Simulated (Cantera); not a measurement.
Gas-phase reforming

An isothermal, constant-pressure homogeneous reactor starts with CH4 : CO2 : H2 = 1 : 1.1 : 1.1 (molar parts), at 1525 K and 4.60 bar.

Cantera simulation using GRI-Mech 3.0 (53 species, 325 reactions); the numbers are that mechanism's predictions, not measurements.

```json
[
 {"t (s)": "1.00e-5", "x CH4": "0.312", "x CO2": "0.344", "x H2": "0.344", "x CH2": "3.31e-11", "x CH2CO": "<1e-12"},
 {"t (s)": "3.03e-5", "x CH4": "0.312", "x CO2": "0.344", "x H2": "0.344", "x CH2": "2.22e-10", "x CH2CO": "<1e-12"},
 {"t (s)": "9.18e-5", "x CH4": "0.312", "x CO2": "0.344", "x H2": "0.344", "x CH2": "5.18e-10", "x CH2CO": "3.86e-11"},
 {"t (s)": "0.000278", "x CH4": "0.312", "x CO2": "0.343", "x H2": "0.344", "x CH2": "6.52e-10", "x CH2CO": "6.11e-10"},
 {"t (s)": "0.000843", "x CH4": "0.311", "x CO2": "0.342", "x H2": "0.343", "x CH2": "8.25e-10", "x CH2CO": "6.61e-9"},
 {"t (s)": "0.00256", "x CH4": "0.309", "x CO2": "0.339", "x H2": "0.342", "x CH2": "8.93e-10", "x CH2CO": "4.70e-8"},
 {"t (s)": "0.00775", "x CH4": "0.302", "x CO2": "0.329", "x H2": "0.338", "x CH2": "9.14e-10", "x CH2CO": "2.30e-7"},
 {"t (s)": "0.0235", "x CH4": "0.283", "x CO2": "0.299", "x H2": "0.330", "x CH2": "9.71e-10", "x CH2CO": "1.02e-6"},
 {"t (s)": "0.0711", "x CH4": "0.234", "x CO2": "0.226", "x H2": "0.310", "x CH2": "1.20e-9", "x CH2CO": "4.28e-6"},
 {"t (s)": "0.216", "x CH4": "0.155", "x CO2": "0.113", "x H2": "0.287", "x CH2": "1.84e-9", "x CH2CO": "1.36e-5"},
 {"t (s)": "0.653", "x CH4": "0.115", "x CO2": "0.0655", "x H2": "0.298", "x CH2": "1.98e-9", "x CH2CO": "1.68e-5"},
 {"t (s)": "1.98", "x CH4": "0.112", "x CO2": "0.0565", "x H2": "0.327", "x CH2": "1.42e-9", "x CH2CO": "1.10e-5"},
 {"t (s)": "6.00", "x CH4": "0.101", "x CO2": "0.0431", "x H2": "0.377", "x CH2": "8.29e-10", "x CH2CO": "5.34e-6"}
]
```
x: mole fraction; the columns are a selection and need not sum to one.

Equilibrium at this temperature and pressure: CH4 0.000340, CO2 0.00399, H2 0.580, CH2 1.25e-12, CH2CO 5.36e-9 (gas phase only).
